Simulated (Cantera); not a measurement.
A Cantera script and what it prints.

```python
import numpy as np
import cantera as ct

gas_names = """
    C CN CO CO2 C2 CCN CNC C2N2 C2O C3 C3O2 C4 C4N2 C5 Fe FeC5O5 FeO N NCO NO NO2 NO3 N2 N2O O O2 O3
""".split()
cond_names = """
    C(gr) Fe(a) Fe(c) Fe(d) Fe(L) FeC5O5(L) FeO(s) FeO(L) Fe2O3(s) Fe3O4(s)
""".split()


# ... load() reads the species with a 1 bar reference pressure and builds the phases ...
atoms = {
    'Fe(CO)5': {'Fe': 1, 'C': 5, 'O': 5},
    'CO': {'C': 1, 'O': 1},
    'N2': {'N': 2},
}
top_T = {'C(gr)': 4500, 'Fe2O3(s)': 1830, 'Fe3O4(s)': 1870}  # K; cautious upper limits of use, not melting points


# ... equilibrate(T, P, feed) seeds the gas with the atoms and calls Mixture.equilibrate('TP', solver="vcs", rtol=1e-11, max_steps=5000) ...
results = []
feed = {'Fe(CO)5': 1, 'CO': 0.75, 'N2': 44}  # mol
P = 71  # Pa
for T in [925, 950, 975, 1000, 1025, 1050, 1075, 1100, 1125, 1150, 1175, 1200]:
    mix = equilibrate(T, P, feed)
    results.append((T, P, feed, dict(zip(mix.species_names, mix.species_moles))))

top = {s: max(r[3][s] / sum(r[3][g] for g in gas_names) for r in results) for s in gas_names}
cols = sorted((s for s in top if top[s] > 1e-05), key=lambda s: -top[s])[:8]
seen = [c for c in cond_names if any(r[3].get(c, 0) > 1e-12 for r in results)]
print("log10 of partial pressures in bar; condensed amounts in mol")
print(f"{'T/K':>10s}" + "".join(f"{s[:9]:>10s}" for s in cols + seen))
for T, P, feed, n in results:
    ng = sum(n[g] for g in gas_names)
    print(f"{T:10.4g}" + "".join(f"{np.log10(max(n[s] / ng * P / 1e5, 1e-99)):10.3f}" for s in cols)
          + "".join(f"{n.get(c, 0):10.4g}" for c in seen))
```

Output:

```
log10 of partial pressures in bar; condensed amounts in mol
       T/K        N2        CO       CO2     C(gr)     Fe(a)     Fe(c)
       925    -3.202    -4.086    -7.694  0.001417         1         0
       950    -3.202    -4.086    -7.948 0.0007891         1         0
       975    -3.202    -4.086    -8.189 0.0004531         1         0
      1000    -3.202    -4.086    -8.418 0.0002676         1         0
      1025    -3.202    -4.086    -8.635 0.0001623         1         0
      1050    -3.202    -4.086    -8.842 0.0001009         1         0
      1075    -3.202    -4.086    -9.038 6.413e-05         1         0
      1100    -3.202    -4.086    -9.226 4.165e-05         1         0
      1125    -3.202    -4.086    -9.405 2.759e-05         1         0
      1150    -3.202    -4.086    -9.576 1.861e-05         1         0
      1175    -3.202    -4.086    -9.739 1.278e-05         1         0
      1200    -3.202    -4.086    -9.895 8.917e-06         0         1
```

Cantera equilibrium calculation (NASA polynomials, part measured and part estimated; ideal gas, pure solids and liquids). Condensed phases not in the tables: cementite and carbon dissolved in iron.
